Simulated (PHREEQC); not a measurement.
Make-up at 80 °C: 0.0054 mol HF and 0.019 mol CaCl2 per kg of water. It is in equilibrium with CO2 at log p = 0 (atm). Otherwise closed; pH follows from the charge balance.

Model: ion-association model, phreeqc.dat, run in PHREEQC.

Precipitation was switched off in this run.

Problem. Order these F species by the share of F that they hold, largest first: HF, F-, HF2-.

Solution. HF (77 %), F- (22 %), HF2- (0.79 %)

The pH is 2.99 and the ionic strength 0.0582 mol/kgw. The solution is supersaturated, for example in Fluorite, so a real one may precipitate; this is no full list. Constants without temperature data keep their 25 °C values here.
